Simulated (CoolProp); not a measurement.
Vapour-liquid equilibrium of p-xylene (1) + n-undecane (2) at 560 K; x and y are mole fractions of (1).

Model: multi-fluid Helmholtz-energy mixture model, Zhou 2012 and Aleksandrov 2011; pair parameters Bell 2016, in CoolProp.

```
x     bubble pressure, mixture model (MPa)  bubble pressure, Raoult's law (MPa)  y, mixture model  y, Raoult's law
----  ------------------------------------  -----------------------------------  ----------------  ---------------
0.05                                0.6636                               0.6765             0.092            0.126
0.2                                    ___                               0.8389             0.327            0.406
0.35                                0.9367                                1.001             0.511            0.596
0.5                                  1.091                                1.164             0.660            0.733
0.65                                 1.258                                1.326             0.783            0.836
0.8                                  1.440                                1.488               ___            0.916
0.95                                 1.636                                1.651               ___            0.981
```

What belongs in the gaps?


- 0.2, bubble pressure, mixture model (MPa): 0.7945
- 0.8, y, mixture model: 0.886
- 0.95, y, mixture model: 0.974

The largest gap from Raoult's law is -6.4 % in bubble pressure, at x = 0.35. No azeotrope shows between x = 0.05 and 0.95.

Pair parameters are fitted to limited data, so mixtures are less certain than the pure fluids.
